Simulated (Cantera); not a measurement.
Standard-state values (1 bar) from the NASA 1993 polynomials, evaluated with Cantera. Values are per mole of reaction as written; species without (g) are pure solids or liquids, kept so even where they would boil at 1 bar.

3 BaO + 2 NH3(g) + 3 O(g) ⇌ N2(g) + 3 Ba(OH)2, with ΔH° = -1850.1 kJ and ΔS° = -571.6 J/K at 300 K.

Q: How far is the shortcut ΔG° ≈ ΔH°(300 K) − T·ΔS°(300 K) from the full temperature-dependent value at 1275, 1300, 1325, 1350, 1375, 1400, 1425, 1450, 1475, 1500 K?

A: 
```tsv
T (K)	shortcut (kJ)	full (kJ)	difference (kJ)	difference in log10 K	condensed phases
1275	-1121.3	-1240.0	118.7	-4.86	BaO(s), Ba(OH)2(l)
1300	-1107.0	-1231.0	124.0	-4.98	BaO(s), Ba(OH)2(l)
1325	-1092.7	-1221.9	129.2	-5.09	BaO(s), Ba(OH)2(l)
1350	-1078.4	-1212.9	134.5	-5.21	BaO(s), Ba(OH)2(l)
1375	-1064.1	-1204.0	139.9	-5.31	BaO(s), Ba(OH)2(l)
1400	-1049.8	-1195.1	145.3	-5.42	BaO(s), Ba(OH)2(l)
1425	-1035.5	-1186.2	150.7	-5.52	BaO(s), Ba(OH)2(l)
1450	-1021.2	-1177.4	156.1	-5.62	BaO(s), Ba(OH)2(l)
1475	-1007.0	-1168.6	161.6	-5.72	BaO(s), Ba(OH)2(l)
1500	-992.7	-1159.8	167.2	-5.82	BaO(s), Ba(OH)2(l)
```
The shortcut ignores heat capacities and the phase changes listed.
